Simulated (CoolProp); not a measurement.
A closed Brayton cycle with carbon dioxide: compressor inlet 308.15 K and 10 MPa, high pressure 28.2 MPa, turbine inlet 790 K, compressor efficiency 0.89, turbine efficiency 0.85, recuperator effectiveness 0 (on enthalpy, no pinch check). Each further row changes one setting.

Model: reference Helmholtz-energy equation of state, Span 1996, in CoolProp.

```
case                           thermal efficiency (%)  net work (kJ/kg)  compressor to turbine work  compressor exit (K)  turbine exit (K)
-----------------------------  ----------------------  ----------------  --------------------------  -------------------  ----------------
as stated                                        14.2              95.5                        0.22                335.4             674.6
turbine inlet 740 K                              14.2              86.3                  (withheld)                335.4             628.5
compressor inlet 318.15 K                        14.5        (withheld)                        0.28                366.9             674.6
high pressure 24 MPa                       (withheld)        (withheld)                  (withheld)           (withheld)        (withheld)
recuperator effectiveness 0.5                    21.0              95.5                        0.22                335.4             674.6
```

Task: What belongs in the gaps?

Result: 
- turbine inlet 740 K, compressor to turbine work: 0.24
- compressor inlet 318.15 K, net work (kJ/kg): 88.0
- high pressure 24 MPa, thermal efficiency (%): 12.3
- high pressure 24 MPa, net work (kJ/kg): 83.7
- high pressure 24 MPa, compressor to turbine work: 0.20
- high pressure 24 MPa, compressor exit (K): 330.3
- high pressure 24 MPa, turbine exit (K): 692.1
